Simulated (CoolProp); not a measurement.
The numbers come from the reference Helmholtz-energy equation of state, Setzmann 1991 in CoolProp.

Give the vapour pressure (MPa), liquid density (kg/m³), liquid cp (kJ/(kg K)), vapour Z of saturated methane at -157.95 °C.


| T (°C) | p (MPa) | liquid density (kg/m³) | liquid cp (kJ/(kg K)) | vapour Z |
|---|---|---|---|---|
| -157.95 | 0.134 | 417 | 3.51 | 0.956 |
